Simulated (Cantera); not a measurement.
Mixture: 4.03 % C₃H₈, 20.2 % O₂, 75.8 % N₂, equivalence ratio 1.0, at 8.19 atm, adiabatic and at constant pressure. Ignition delay is the time to a rise of 400 K.

Model: GRI-Mech 3.0 (53 species, 325 reactions), integrated in Cantera. GRI-Mech 3.0 was tuned for natural gas; its chemistry of propane as a main component is partial and can be far from experiment.

### Question
Predict: delay at 1425 K; delay at 1500 K; delay at 1575 K; delay at 1650 K; delay at 1725 K; apparent activation energy between 1575 and 1725 K.

### Answer
```json
{
 "delay at 1425 K": "54.2 µs",
 "delay at 1500 K": "22.5 µs",
 "delay at 1575 K": "10.8 µs",
 "delay at 1650 K": "5.95 µs",
 "delay at 1725 K": "3.64 µs",
 "apparent activation energy between 1575 and 1725 K": "160 kJ/mol"
}
```
